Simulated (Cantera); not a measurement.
Charge: 1 mol NF3, 0.74 mol O2, 1.7 mol H2, held at 0.133 bar.

These are equilibrium values from Cantera (NASA tables, ideal gas, pure condensed phases), not measurements of a reactor. Candidate condensed phases: H2O; 65 gas species. Ions and electrons are included (thermal ionisation). Kinetics and transport are ignored. All values below are at 3500 K.

Base state: HF 0.422, O 0.192, H 0.140, F 0.106, N2 0.0839, O2 0.0203, OH 0.0177, NO 0.00813 (mole fractions); condensed: gas only.

Problem. What changes in the equilibrium state with this change: NF3 replaced by CS2?

Solution. 
```csv
species,before,after
H,0.140,0.408
S,0,0.261
CO,0,0.165
HF,0.422,0
F,0.106,0
N2,0.0839,0
SO,0,0.0338
SH,0,0.0127
S2,0,0.0115
O2,0.0203,0.000526
H2,0.00749,0.0638
O,0.192,0.0310
OH,0.0177,0.00830
NO,0.00813,0
CO2,0,0.000877
SO2,0,0.000805
```
Further candidate phases: C, C6H6, C7H8, C8H18, H2SO4, S.

Problem. What changes in the equilibrium state with this change: pressure from 0.133 bar to 0.500 bar?

Solution. 
```json
[
 {"species": "HF", "before": "0.422", "after": "0.519"},
 {"species": "O", "before": "0.192", "after": "0.148"},
 {"species": "N2", "before": "0.0839", "after": "0.0904"},
 {"species": "H", "before": "0.140", "after": "0.0788"},
 {"species": "F", "before": "0.106", "after": "0.0619"},
 {"species": "O2", "before": "0.0203", "after": "0.0450"},
 {"species": "OH", "before": "0.0177", "after": "0.0287"},
 {"species": "NO", "before": "0.00813", "after": "0.0126"},
 {"species": "H2O", "before": "0.00205", "after": "0.00703"},
 {"species": "N", "before": "0.000176", "after": "9.42e-5"}
]
```
